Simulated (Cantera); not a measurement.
Feed: 1 mol Fe3O4, 0.94 mol CH4, 1.5 mol N2, equilibrated at 75.0 Torr.

These are equilibrium values from Cantera (NASA tables, ideal gas, pure condensed phases), not measurements of a reactor. Candidate condensed phases: C, C6H6, C7H8, C8H18, Fe, Fe(CO)5, FeO, Fe(OH)2, Fe(OH)3, Fe2O3, Fe3O4, H2O; 140 gas species. Each liquid is taken as pure. Mutual solubility and eutectic melting of coexisting phases are not modelled. The tables' stoichiometric FeO is somewhat more stable than real wüstite, so its field is too wide. FeO: taken at fixed stoichiometry. Equilibrium is a limit: real reactors are often held back by kinetics, nucleation or transport.

### Question
At 2050 °C, list the 7 most abundant gas species with their mole fractions, and the condensed phases.

### Answer
N2 0.315, H2 0.260, CO 0.182, H2O 0.126, Fe 0.0804, H 0.0175, CO2 0.0156. Condensed: Fe(l) + FeO(l).
